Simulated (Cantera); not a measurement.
Equilibrium for silicon oxide and oxynitride deposition: SiH2Cl2 + O3

Charge: 1 mol SiH2Cl2, 0.052 mol O3, at 1252 °C and 1.80 mbar.

Method: chemical equilibrium by Gibbs-energy minimisation in Cantera with the NASA 1993 tables (ideal gas, pure condensed phases). Candidate condensed phases: H2O, Si, SiO2; 30 gas species. The tables' values for SiCl3, SiCl are old estimates; treat these amounts as uncertain. Rates play no part.

| Quantity | Value |
|---|---|
| x(H2) | 0.367 |
| x(SiCl2) | 0.350 |
| x(HCl) | 0.198 |
| x(SiO) | 0.0728 |
| x(SiCl3) | 0.0103 |
| x(SiCl4) | 0.000904 |
| x(H) | 0.000338 |
| x(SiHCl3) | 0.000189 |
| x(Cl) | 0.000146 |
| n(Si(s)) | 0.0696 mol |
| gas amount | 2.143 mol |
